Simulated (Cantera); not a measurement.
An adiabatic, constant-pressure homogeneous reactor starts with CH₃OH : O₂ : N₂ : H₂O = 1 : 3.7 : 22.6 : 1.6 (molar parts), equivalence ratio 0.41, at 1823 K and 9.87 atm.

Computed with Cantera and GRI-Mech 3.0 (53 species, 325 reactions). GRI-Mech 3.0 was tuned for natural gas; its chemistry of methanol as a main component is partial and can be far from experiment.

Task: Predict: time of steepest temperature rise; temperature at 0.200 s; equilibrium temperature; x(O₂) at 0.200 s; x(H₂O) at 0.200 s; x(CO₂) at 0.200 s; x(CO) at 0.200 s; x(H) at 0.200 s.

Result: 
```json
{
  "time_of_steepest_temperature_rise": "3.60 µs",
  "temperature at 0.200 s": "2361 K",
  "equilibrium_temperature": "2361 K",
  "x(O₂) at 0.200 s": "0.0689 (gas-phase equilibrium 0.0689)",
  "x(H₂O) at 0.200 s": "0.120 (gas-phase equilibrium 0.120)",
  "x(CO₂) at 0.200 s": "0.0333 (gas-phase equilibrium 0.0333)",
  "x(CO) at 0.200 s": "0.000679 (gas-phase equilibrium 0.000679)",
  "x(H) at 0.200 s": "8.60e-5 (gas-phase equilibrium 8.60e-5)"
}
```
